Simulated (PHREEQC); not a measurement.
**Geothermal or formation water**

A made-up water analysis in mmol/kgw, 10 °C, pH 8.47:

| constituent | mmol/kgw |
|---|---|
| Na | 384 |
| K | 98.3 |
| Ca | 17.5 |
| Mg | 12.3 |
| Cl | 475 |
| S(6) | 38.2 |
| Alkalinity (meq/kgw) | 0.0684 |
| Li | 10.8 |

Valence states are taken as typed.

Model: Pitzer model, pitzer.dat, run in PHREEQC.

```json
{
 "ionic_strength": "0.620 mol/kgw",
 "activity_of_water": "0.984",
 "specific_conductance": "32900 µS/cm",
 "density": "1.025 g/cm³",
 "osmotic_coefficient": "0.888",
 "charge_balance_error": "0.1 %"
}
```

| species | molality | activity | log γ |
|---|---|---|---|
| Cl- | 0.475 | 0.299 | -0.200 |
| Na+ | 0.384 | 0.264 | -0.162 |
| K+ | 0.0983 | 0.0633 | -0.191 |
| SO4-2 | 0.0382 | 0.00383 | -0.999 |
| Ca+2 | 0.0175 | 0.00382 | -0.660 |
| Mg+2 | 0.0123 | 0.00301 | -0.611 |
| Li+ | 0.0108 | 0.00838 | -0.110 |

Precipitation was switched off in this run. At this temperature some constants are extrapolated from 25 °C, and those without enthalpy data are left unchanged.
